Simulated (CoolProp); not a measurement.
R1336mzz(Z) at 298.15 K and 0.0111 MPa is compressed adiabatically to 0.0251 MPa with isentropic efficiency 0.75. Each further row changes one setting.

Model: reference Helmholtz-energy equation of state, McLinden 2020, in CoolProp.

```tsv
case	work (kJ/kg)	final temperature (K)	final density (kg/m³)
as stated	16.7	317.9	…
efficiency 1	…	…	…
efficiency 0.65	19.3	320.8	…
```

Fill in the missing entries.


- as stated, final density (kg/m³): 1.57
- efficiency 1, work (kJ/kg): 12.5
- efficiency 1, final temperature (K): 313.2
- efficiency 1, final density (kg/m³): 1.60
- efficiency 0.65, final density (kg/m³): 1.56
